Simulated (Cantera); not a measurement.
## Oxide etching and cleaning by halides: CuO + F₂

Feed: 1 mol CuO, 0.56 mol F₂, equilibrated at 1.80 mbar.

Cantera equilibrium calculation (NASA polynomials, part measured and part estimated; ideal gas, pure solids and liquids). Candidate condensed phases: Cu, CuF₂, CuO, Cu₂O; 13 gas species. Mutual solubility and eutectic melting of coexisting phases are not modelled. Rates play no part.

```
T (K)   x O₂     x CuF    x CuF₂       x F      x Cu       x O     x CuO      x FO  n CuF₂(s)  n CuO(s)  n CuF₂(l)  n Cu₂O(s)
-----  -----  --------  --------  --------  --------  --------  --------  --------  ---------  --------  ---------  ---------
625     1.00    <1e-12  4.84e-11    <1e-12    <1e-12    <1e-12    <1e-12    <1e-12      0.560     0.440          0          0
700     1.00  3.64e-11   1.11e-8    <1e-12    <1e-12    <1e-12    <1e-12    <1e-12      0.560     0.440          0          0
775    1.000   8.27e-9   8.51e-7  3.44e-12    <1e-12    <1e-12    <1e-12    <1e-12      0.560     0.440          0          0
850    1.000   7.02e-7   2.95e-5  1.40e-10    <1e-12  1.75e-11    <1e-12    <1e-12      0.560     0.440          0          0
925    0.999   2.84e-5  0.000560   3.10e-9    <1e-12  3.16e-10    <1e-12    <1e-12      0.560     0.440          0          0
1000   0.993  0.000649   0.00667   4.30e-8  6.99e-11   3.69e-9  2.10e-12    <1e-12      0.558     0.440          0          0
1075   0.935   0.00953    0.0550   4.07e-7   4.16e-9   2.99e-8  9.31e-11  2.13e-12      0.542     0.439          0          0
1150   0.653    0.0740     0.273   3.03e-6   1.03e-7   1.58e-7   1.53e-9  1.61e-11          0         0      0.372      0.209
1225   0.377     0.254     0.369   1.03e-5   1.69e-6   6.09e-7   1.56e-8  4.94e-11          0         0          0      0.148
1300   0.351     0.455     0.194   2.04e-5   1.79e-5   2.47e-6   1.34e-7  1.10e-10          0         0          0     0.0690
1375   0.333     0.586    0.0801   3.58e-5  0.000119   8.66e-6   7.39e-7  2.14e-10          0         0          0          0
1450   0.333     0.586    0.0800  0.000164  0.000186   2.73e-5   1.00e-6   1.10e-9          0         0          0          0
1525   0.333     0.586    0.0796  0.000646  0.000279   7.70e-5   1.32e-6   4.83e-9          0         0          0          0
1600   0.332     0.587    0.0780   0.00220  0.000411  0.000197   1.73e-6   1.81e-8          0         0          0          0
```
x: gas mole fraction; n: condensed amount in mol.

From 625 K to 1075 K the condensed part is CuF₂(s) + CuO(s). At 1150 K the condensed part is CuF₂(l) + Cu₂O(s). From 1225 K to 1300 K the condensed part is Cu₂O(s). From 1375 K to 1600 K nothing is condensed.
